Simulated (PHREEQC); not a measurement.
Consider water at 85 °C with 0.088 mol/kgw HF, 0.00048 mol/kgw NH4F and 0.012 mol/kgw H3PO4. Closed to the air; pH follows from the charge balance.

The numbers come from PHREEQC with the ion-association model, wateq4f.dat.

Each row changes one thing in this solution. No solid was allowed to form.

| case | pH | ionic strength (mol/kgw) | HF (mol/kgw) | F- (mol/kgw) | H2F2 (mol/kgw) | HF2- (mol/kgw) |
|---|---|---|---|---|---|---|
| as made | 2.16 | 0.00806 | 0.0809 | 0.00265 | 0.00157 | 0.000905 |
| H3PO4 from 0.012 to 0.0108 mol/kgw | 2.18 | 0.00780 | 0.0808 | 0.00273 | 0.00157 | 0.000931 |
| H3PO4 from 0.012 to 0.06 mol/kgw | 1.86 | 0.0161 | 0.0828 | 0.00141 | 0.00165 | … |
| diluted 100-fold with water | 3.40 | 0.000413 | … | 0.000303 | 8.08e-8 | … |
| diluted 5-fold with water | 2.58 | 0.00287 | 0.0161 | 0.00133 | 6.20e-5 | 9.03e-5 |
| temperature from 85 to 75 °C | 2.13 | 0.00858 | 0.0789 | 0.00299 | 0.00229 | 0.00103 |
| H3PO4 left out | 2.35 | … | 0.0789 | 0.00395 | 0.00150 | 0.00132 |
| NH4F from 0.00048 to 9.6e-05 mol/kgw | 2.15 | 0.00788 | 0.0806 | 0.00257 | 0.00157 | 0.000875 |

Task: Some entries are withheld; supply them.

Result: 
- H3PO4 from 0.012 to 0.06 mol/kgw, HF2- (mol/kgw): 0.000493
- diluted 100-fold with water, HF (mol/kgw): 0.000580
- diluted 100-fold with water, HF2- (mol/kgw): 7.42e-7
- H3PO4 left out, ionic strength (mol/kgw): 0.00527

H3PO4, which wateq4f.dat lacks, is added to it with the constant of phreeqc.dat. At this temperature some constants are extrapolated from 25 °C, and those without enthalpy data are left unchanged.
